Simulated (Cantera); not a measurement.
## Thermodynamics of chlorosilane synthesis and conversion, feed SiCl₄ + HCl + H₂

Charge: 1 mol SiCl₄, 3.9 mol HCl, 10 mol H₂, at 5.30 bar.

Equilibrium computed with Cantera from the NASA thermochemical tables; the gas is ideal and each condensed phase is pure. Candidate condensed phases: Si; 19 gas species. The tables' values for SiCl₃ are old estimates; treat these amounts as uncertain. Kinetics and transport are ignored.

| T (K) | x H₂ | x HCl | x SiCl₄ | x SiHCl₃ | x SiCl₃ |
|---|---|---|---|---|---|
| 1100 | 0.669 | 0.264 | 0.0646 | 0.00241 | 7.16e-5 |
| 1150 | 0.668 | 0.265 | 0.0637 | 0.00326 | 0.000160 |
| 1200 | 0.667 | 0.266 | 0.0625 | 0.00425 | 0.000333 |
| 1250 | 0.665 | 0.268 | 0.0609 | 0.00538 | 0.000646 |
| 1300 | 0.663 | 0.270 | 0.0590 | 0.00661 | 0.00118 |
| 1350 | 0.661 | 0.272 | 0.0566 | 0.00787 | 0.00201 |
| 1400 | 0.658 | 0.276 | 0.0536 | 0.00905 | 0.00324 |
| 1450 | 0.653 | 0.280 | 0.0498 | 0.0100 | 0.00492 |
| 1500 | 0.648 | 0.285 | 0.0452 | 0.0106 | 0.00700 |
| 1550 | 0.641 | 0.292 | 0.0398 | 0.0107 | 0.00932 |
x: gas mole fraction; nothing condenses.

From 1100 K to 1550 K nothing is condensed. The main Si-bearing gas is SiCl₄ throughout.
